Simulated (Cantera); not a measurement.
What does this Cantera script print?

```python
import numpy as np
import cantera as ct

gas_names = """
    C CN CO CO2 C2 CCN CNC C2N2 C2O C3 C3O2 C4 C4N2 C5 N NCO NO NO2 NO3 N2 N2O O O2 O3 Si SiC SiC2 SiN
    SiO SiO2 Si2 Si2C Si2N Si3
""".split()
cond_names = """
    C(gr) Si(cr) Si(L) SiC(b) SiO2(Lqz) SiO2(hqz) SiO2(L) Si2N2O(s) Si3N4(a)
""".split()


# ... load() reads the species with a 1 bar reference pressure and builds the phases ...
atoms = {
    'Si3N4': {'Si': 3, 'N': 4},
    'N2': {'N': 2},
    'CO2': {'C': 1, 'O': 2},
}
top_T = {'C(gr)': 4500, 'SiC(b)': 3050, 'Si2N2O(s)': 2100, 'Si3N4(a)': 2400}  # K; cautious upper limits of use, not melting points


# ... equilibrate(T, P, feed) seeds the gas with the atoms and calls Mixture.equilibrate('TP', solver="vcs", rtol=1e-11, max_steps=5000) ...
results = []
feed = {'Si3N4': 1, 'N2': 9.9, 'CO2': 0.5}  # mol
P = 1000  # Pa
for T in [1750, 1850, 1950, 2050, 2150, 2250, 2350, 2450, 2550, 2650]:
    mix = equilibrate(T, P, feed)
    results.append((T, P, feed, dict(zip(mix.species_names, mix.species_moles))))

top = {s: max(r[3][s] / sum(r[3][g] for g in gas_names) for r in results) for s in gas_names}
cols = sorted((s for s in top if top[s] > 1e-05), key=lambda s: -top[s])[:9]
seen = [c for c in cond_names if any(r[3].get(c, 0) > 1e-12 for r in results)]
print("log10 of partial pressures in bar; condensed amounts in mol")
print(f"{'T/K':>10s}" + "".join(f"{s[:9]:>10s}" for s in cols + seen))
for T, P, feed, n in results:
    ng = sum(n[g] for g in gas_names)
    print(f"{T:10.4g}" + "".join(f"{np.log10(max(n[s] / ng * P / 1e5, 1e-99)):10.3f}" for s in cols)
          + "".join(f"{n.get(c, 0):10.4g}" for c in seen))
```

Result:

```
log10 of partial pressures in bar; condensed amounts in mol
       T/K        N2        Si       SiO        CO      Si2C       Si2       SiN      Si2N       Si3     Si(L)    SiC(b) Si2N2O(s)  Si3N4(a)
      1750    -2.006    -6.100    -3.975    -4.544    -8.192    -8.662    -7.390    -7.436    -9.549         0    0.4694    0.8557    0.2349
      1850    -2.035    -5.191    -3.168    -4.017    -7.052    -7.346    -6.624    -6.442    -7.981     1.738    0.3758         0         0
      1950    -2.036    -4.623    -3.208    -3.812    -6.280    -6.661    -6.173    -6.034    -7.319     1.863    0.3001         0         0
      2050    -2.039    -4.112    -3.265    -3.648    -5.585    -6.045    -5.766    -5.668    -6.725      1.97     0.204         0         0
      2150    -2.046    -3.649    -3.340    -3.524    -4.957    -5.488    -5.401    -5.340    -6.188     1.952   0.08896         0         0
      2250    -2.065    -3.227    -3.400    -3.485    -4.471    -4.981    -5.074    -5.048    -5.700     1.466         0         0         0
      2350    -2.105    -2.864    -3.410    -3.565    -4.253    -4.562    -4.809    -4.837    -5.321         0         0         0         0
      2450    -2.109    -2.820    -3.461    -3.512    -4.752    -4.757    -4.838    -5.206    -5.842         0         0         0         0
      2550    -2.111    -2.803    -3.480    -3.494    -5.344    -4.984    -4.888    -5.593    -6.393         0         0         0         0
      2650    -2.112    -2.797    -3.486    -3.490    -5.944    -5.213    -4.942    -5.969    -6.932         0         0         0         0
```

Method: chemical equilibrium by Gibbs-energy minimisation in Cantera with the NASA 1993 tables (ideal gas, pure condensed phases). Mutual solubility and eutectic melting of coexisting phases are not modelled. The tables' values for SiN are old estimates; treat these amounts as uncertain.
